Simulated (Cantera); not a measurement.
Equilibrium for fluorocarbon and chlorocarbon gases: CF4 + CH4

Charge: 1 mol CF4, a varied amount of CH4, held at 1750 °C and 1.00 bar.

Method: chemical equilibrium by Gibbs-energy minimisation in Cantera with the NASA 1993 tables (ideal gas, pure condensed phases). Candidate condensed phases: C, C6H6, C7H8, C8H18; 95 gas species. Gases not in the tables: C2F6 and larger saturated fluorocarbons. Equilibrium is a limit: real reactors are often held back by kinetics, nucleation or transport.

From 0.13 mol CH4 to 1.1 mol CH4 the condensed part is C(graphite). The main C-bearing gas is CF4 at 0.13 mol CH4 and C2H2 (acetylene) at 1.1 mol CH4.

| n(CH4) (mol) | log p HF | log p CF4 | log p H2 | log p CF2 | log p CF3 | log p F | n C(graphite) |
|---|---|---|---|---|---|---|---|
| 0.13 | -0.43 | -0.21 | -7.18 | -1.98 | -2.63 | -2.91 | 0.252 |
| 0.25 | -0.25 | -0.38 | -6.73 | -2.06 | -2.75 | -2.95 | 0.492 |
| 0.38 | -0.15 | -0.55 | -6.46 | -2.14 | -2.88 | -2.99 | 0.752 |
| 0.51 | -0.10 | -0.72 | -6.26 | -2.23 | -3.01 | -3.03 | 1.01 |
| 0.64 | -0.06 | -0.92 | -6.09 | -2.33 | -3.16 | -3.08 | 1.27 |
| 0.76 | -0.03 | -1.15 | -5.92 | -2.45 | -3.33 | -3.14 | 1.51 |
| 0.89 | -0.01 | -1.55 | -5.68 | -2.64 | -3.63 | -3.24 | 1.78 |
| 1 | 0.00 | -4.91 | -3.98 | -4.32 | -6.15 | -4.08 | 2.00 |
| 1.1 | -0.02 | -10.29 | -1.32 | -7.02 | -10.19 | -5.43 | 2.10 |
log p: log10 of the partial pressure in bar; n: condensed amount in mol.
